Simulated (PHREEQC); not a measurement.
A solution holds 0.0038 mol/kgw Pb(NO3)2, 0.014 mol/kgw CaCl2, 0.001 mol/kgw H2SO4 and 0.22 mol/kgw NaCl, at 25 °C. Closed to the air; pH follows from the charge balance.

Equilibrium calculation in PHREEQC: ion-association model, wateq4f.dat.

### Question
The ionic strength comes out as 0.269 mol/kgw. What activity coefficients do PbCl+, Na+, PbCl4-2, Pb+2, PbNO3+ get?

### Answer
PbCl+ 0.74, Na+ 0.73, PbCl4-2 0.29, Pb+2 0.29, PbNO3+ 0.74.

This is a speciation only: nothing precipitates in the calculation. The solution is supersaturated, for example in Anglesite, so a real one may precipitate; this is no full list.
